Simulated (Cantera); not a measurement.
A diamond (100) surface in a fixed gas of H2 with x(CH4) = 0.006, x(H) = 0.00047, x(CH3) = 0.00021, 0.220 bar; coverages are run to steady state.

Cantera simulation using the Harris–Goodwin 1993 mechanism for the reconstructed diamond (100) surface; the numbers are that mechanism's predictions, not measurements.

One state of this run: growth (µm/h) = 2.89; θ c6HH = 0.473; θ c6H* = 0.0465; θ c6*H = 0.459; θ c6** = 0.0186; θ c6HM = 0.000558. θ: site fractions in the mechanism's names (c6HH fully hydrogenated, c6H* and c6*H radical sites, c6** diradical, c6HM methylated).

Question: Which value of T (K) does it belong to?
A. 975
B. 1200
C. 1350
D. 1125

Answer: C, 1350
